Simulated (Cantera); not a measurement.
Input (Python, Cantera) and output of one run.

```python
import numpy as np
import cantera as ct

gas_names = """
    H HO2 H2 H2O H2O2 H2S H2SO4 Mg MgH MgO MgOH MgO2H2 MgS Mg2 O OH O2 O3 S SH SO SO2 SO3 S2 S2O S8
""".split()
cond_names = """
    H2O(s) H2O(L) H2SO4(L) Mg(cr) Mg(L) MgO(s) MgO(L) MgO2H2(s) MgS(s) MgSO4(s) MgSO4(L) S(cr1) S(cr2)
    S(L)
""".split()


def load(file, names, dense=False):
    # The tables refer to 1 bar. Condensed volumes are neglected.
    table = {s.name: s for s in ct.Species.list_from_file(file)}
    out = []
    for n in names:
        d = dict(table[n].input_data)
        d["thermo"] = dict(d["thermo"], **{"reference-pressure": 1e5})
        if dense:
            d["equation-of-state"] = {"model": "constant-volume", "density": "1e6 g/cm^3"}
        out.append(ct.Species.from_dict(d))
    return out


gas = ct.Solution(thermo="ideal-gas", species=load("nasa_gas.yaml", gas_names))
cond = {s.name: ct.Solution(thermo="fixed-stoichiometry", species=[s], name=s.name)
        for s in load("nasa_condensed.yaml", cond_names, dense=True)}
atoms = {
    'MgO': {'Mg': 1, 'O': 1},
    'H2S': {'H': 2, 'S': 1},
    'H2O': {'H': 2, 'O': 1},
    'SO3': {'S': 1, 'O': 3},
}
top_T = {'MgS(s)': 2250}  # K; cautious upper limits of use, not melting points


def equilibrate(T, P, feed):
    n = {}
    for name, mol in feed.items():
        for a, k in atoms[name].items():
            n[a] = n.get(a, 0.0) + k * mol
    gas.TPX = T, P, n
    mass = sum(n.values()) * gas.mean_molecular_weight
    gas.equilibrate("TP")
    valid = [c for c in cond.values() if c.min_temp <= T <= top_T.get(c.name, c.max_temp)]
    mix = ct.Mixture([(gas, mass / gas.mean_molecular_weight)] + [(c, 0.0) for c in valid])
    mix.T, mix.P = T, P
    mix.equilibrate("TP", solver="vcs", rtol=1e-11, max_steps=5000)
    return mix


results = []
feed = {'MgO': 1, 'H2S': 0.06, 'H2O': 1.4, 'SO3': 0.69}  # mol
P = 101325  # Pa
for T in [1023, 1073, 1123, 1173, 1223, 1273, 1323, 1373, 1423, 1473, 1523, 1573, 1623, 1673]:
    mix = equilibrate(T, P, feed)
    results.append((T, P, feed, dict(zip(mix.species_names, mix.species_moles))))
    x = sorted(zip(gas.X, gas.species_names), reverse=True)
    print(f"T = {T:g} K  P = {P:g} Pa  gas = {mix.phase_moles(0):.4g} mol")
    print("   x: " + "  ".join(f"{s} {v:.3e}" for v, s in x if v > 0.001))
    print("   condensed (mol): " + ("  ".join(f"{mix.phase(i).name} {mix.phase_moles(i):.4g}"
          for i in range(1, mix.n_phases) if mix.phase_moles(i) > 1e-12) or "none"))
```

Output:

```
T = 1023 K  P = 101325 Pa  gas = 1.7 mol
   x: H2O 8.588e-01  SO2 1.412e-01
   condensed (mol): MgO(s) 0.49  MgSO4(s) 0.51
T = 1073 K  P = 101325 Pa  gas = 1.7 mol
   x: H2O 8.588e-01  SO2 1.412e-01
   condensed (mol): MgO(s) 0.4901  MgSO4(s) 0.5099
T = 1123 K  P = 101325 Pa  gas = 1.7 mol
   x: H2O 8.586e-01  SO2 1.412e-01
   condensed (mol): MgO(s) 0.4903  MgSO4(s) 0.5097
T = 1173 K  P = 101325 Pa  gas = 1.702 mol
   x: H2O 8.577e-01  SO2 1.414e-01
   condensed (mol): MgO(s) 0.4919  MgSO4(s) 0.5081
T = 1223 K  P = 101325 Pa  gas = 1.726 mol
   x: H2O 8.460e-01  SO2 1.476e-01  O2 4.270e-03  SO3 2.080e-03
   condensed (mol): MgO(s) 0.5083  MgSO4(s) 0.4917
T = 1273 K  P = 101325 Pa  gas = 1.938 mol
   x: H2O 7.534e-01  SO2 2.017e-01  O2 3.894e-02  SO3 5.911e-03
   condensed (mol): MgO(s) 0.6524  MgSO4(s) 0.3476
T = 1323 K  P = 101325 Pa  gas = 2.453 mol
   x: H2O 5.952e-01  SO2 2.959e-01  O2 9.905e-02  SO3 9.803e-03
   condensed (mol): MgO(s) 1
T = 1373 K  P = 101325 Pa  gas = 2.456 mol
   x: H2O 5.944e-01  SO2 2.981e-01  O2 1.002e-01  SO3 7.224e-03
   condensed (mol): MgO(s) 1
T = 1423 K  P = 101325 Pa  gas = 2.458 mol
   x: H2O 5.938e-01  SO2 2.997e-01  O2 1.010e-01  SO3 5.426e-03
   condensed (mol): MgO(s) 1
T = 1473 K  P = 101325 Pa  gas = 2.46 mol
   x: H2O 5.934e-01  SO2 3.007e-01  O2 1.016e-01  SO3 4.149e-03
   condensed (mol): MgO(s) 1
T = 1523 K  P = 101325 Pa  gas = 2.461 mol
   x: H2O 5.931e-01  SO2 3.015e-01  O2 1.019e-01  SO3 3.226e-03
   condensed (mol): MgO(s) 1
T = 1573 K  P = 101325 Pa  gas = 2.462 mol
   x: H2O 5.928e-01  SO2 3.021e-01  O2 1.022e-01  SO3 2.548e-03
   condensed (mol): MgO(s) 1
T = 1623 K  P = 101325 Pa  gas = 2.463 mol
   x: H2O 5.926e-01  SO2 3.025e-01  O2 1.024e-01  SO3 2.041e-03
   condensed (mol): MgO(s) 1
T = 1673 K  P = 101325 Pa  gas = 2.463 mol
   x: H2O 5.923e-01  SO2 3.028e-01  O2 1.025e-01  SO3 1.657e-03
   condensed (mol): MgO(s) 1
```

Cantera equilibrium calculation (NASA polynomials, part measured and part estimated; ideal gas, pure solids and liquids). Mutual solubility and eutectic melting of coexisting phases are not modelled.
